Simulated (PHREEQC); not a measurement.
Consider water at 20 °C with 0.037 mol/kgw MgCl2 and 0.87 mol/kgw NaCl. Closed to the air; pH follows from the charge balance.

The numbers come from PHREEQC with the Pitzer model, pitzer.dat.

### Question
The ionic strength comes out as 0.981 mol/kgw. What activity coefficients do Mg+2, Cl-, Na+ get?

### Answer
Mg+2 0.29, Cl- 0.60, Na+ 0.72. Single-ion values are on the MacInnes scale.

This is a speciation only: nothing precipitates in the calculation.
